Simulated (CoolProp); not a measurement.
Vapour-liquid equilibrium of ethanol (1) + o-xylene (2) at 379.5 K; x and y are mole fractions of (1).

Model: multi-fluid Helmholtz-energy mixture model, Schroeder 2014 and Zhou 2012; pair parameters Bell 2016, in CoolProp.

| x | bubble pressure, mixture model (bar) | bubble pressure, Raoult's law (bar) | y, mixture model | y, Raoult's law |
|---|---|---|---|---|
| 0.05 | 0.8385 | 0.4508 | [?] | 0.308 |
| 0.15 | 1.483 | 0.6955 | [?] | 0.599 |
| 0.25 | [?] | 0.9402 | 0.840 | 0.738 |
| 0.35 | 2.013 | 1.185 | 0.861 | 0.820 |
| 0.45 | [?] | 1.430 | 0.874 | 0.874 |
| 0.55 | 2.225 | 1.674 | [?] | 0.912 |
| 0.65 | 2.321 | 1.919 | 0.898 | 0.940 |
| 0.75 | 2.430 | 2.164 | [?] | 0.962 |
| 0.85 | 2.558 | 2.408 | [?] | 0.980 |
| 0.95 | 2.701 | 2.653 | 0.977 | 0.994 |

Task: Fill in the missing entries.

Result: 
- 0.05, y, mixture model: 0.617
- 0.15, y, mixture model: 0.794
- 0.25, bubble pressure, mixture model (bar): 1.824
- 0.45, bubble pressure, mixture model (bar): 2.131
- 0.55, y, mixture model: 0.885
- 0.75, y, mixture model: 0.916
- 0.85, y, mixture model: 0.941

The largest gap from Raoult's law is +113.2 % in bubble pressure, at x = 0.15. No azeotrope shows between x = 0.05 and 0.95.

Pair parameters are fitted to limited data, so mixtures are less certain than the pure fluids. With so large a gap from Raoult's law the liquid may split in two, which this calculation doesn't test in full.
